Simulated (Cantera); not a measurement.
A closed system holds: 1 mol SiCl4, 0.026 mol HCl, 6.4 mol H2, held at 952 °C and 11000 Pa.

Equilibrium computed with Cantera from the NASA thermochemical tables; the gas is ideal and each condensed phase is pure. Candidate condensed phases: Si; 19 gas species. The tables' values for SiCl3 are old estimates; treat these amounts as uncertain. Equilibrium is a limit: real reactors are often held back by kinetics, nucleation or transport.

Base state: H2 0.787, HCl 0.0818, SiCl4 0.0738, SiHCl3 0.0222, SiCl2 0.0203, SiCl3 0.0138, SiH2Cl2 0.000888 (mole fractions); condensed: gas only.

Problem. What changes in the equilibrium state with this change: 0.41 mol N2 added?

Solution. 
| species | before | after |
|---|---|---|
| H2 | 0.787 | 0.650 |
| HCl | 0.0818 | 0.292 |
| SiCl4 | 0.0738 | 0.0475 |
| SiCl2 | 0.0203 | 0.000848 |
| SiHCl3 | 0.0222 | 0.00330 |
| SiCl3 | 0.0138 | 0.00226 |
| N2 | 0 | 0.00406 |
| SiH2Cl2 | 0.000888 | 3.06e-5 |
| Si3N4(s), mol | 0 | 0.189 |
N2 is the only nitrogen source here; it is nearly inert below about 1500 K, so the nitride shown seldom forms there in practice. Further candidate phases: NH4Cl, Si3N4.
